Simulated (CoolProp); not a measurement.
Nitrous oxide at several states: fugacity coefficient from the reference equation and from simpler models built on Tc = 36.4 °C, pc = 7.245 MPa, ω = 0.161; each cubic takes its own stable root.

Model: reference Helmholtz-energy equation of state, Lemmon 2006, in CoolProp. It is a short technical equation, of lower accuracy than the large ones.

```json
[
 {"T (°C)": "69.45", "p (MPa)": "0.165", "phase": "gas", "reference": "0.9943"},
 {"T (°C)": "151.25", "p (MPa)": "1.17", "phase": "gas", "reference": "0.9809"},
 {"T (°C)": "115.45", "p (MPa)": "2.93", "phase": "gas", "reference": "0.9355"},
 {"T (°C)": "-25.35", "p (MPa)": "23.4", "phase": "liquid", "reference": "0.08672"},
 {"T (°C)": "-80.25", "p (MPa)": "0.0997", "phase": "gas", "reference": "0.9789"}
]
```

Task: How far does each simpler model (van der Waals, Soave-Redlich-Kwong, Peng-Robinson) lie from the reference over these 5 states: mean and median of the absolute difference, and the worst?

Result: 
- van der Waals: mean 22.1 %, median 0.3 %, worst +109.1 % at -25.35 °C and 23.4 MPa
- Soave-Redlich-Kwong: mean 1.2 %, median 0.3 %, worst +5.2 % at -25.35 °C and 23.4 MPa
- Peng-Robinson: mean 0.7 %, median 0.3 %, worst -2.2 % at -25.35 °C and 23.4 MPa
